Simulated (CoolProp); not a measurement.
Dimethyl carbonate along the isobar 5.09 MPa: Z from the reference equation and from simpler models built on Tc = 557.0 K, pc = 4.909 MPa, ω = 0.346; each cubic takes its own stable root.

The numbers come from the reference Helmholtz-energy equation of state, Zhou 2011 in CoolProp.

| T (K) | phase | reference |
|---|---|---|
| 377.7 | liquid | 0.1519 |
| 409.5 | liquid | 0.1472 |
| 441.2 | liquid | 0.1444 |
| 473 | liquid | 0.1439 |
| 504.7 | liquid | 0.1469 |
| 536.5 | liquid | 0.1584 |
| 568.2 | supercritical | 0.4856 |
| 600 | supercritical | 0.6549 |

**Question.** How far does each simpler model (van der Waals, Redlich-Kwong, Soave-Redlich-Kwong) lie from the reference over these 8 states: mean and median of the absolute difference, and the worst?

**Answer.** 
- van der Waals: mean 50.0 %, median 65.2 %, worst +68.0 % at 377.7 K and 5.09 MPa
- Redlich-Kwong: mean 16.1 %, median 18.0 %, worst +28.9 % at 536.5 K and 5.09 MPa
- Soave-Redlich-Kwong: mean 12.3 %, median 12.0 %, worst +23.4 % at 536.5 K and 5.09 MPa
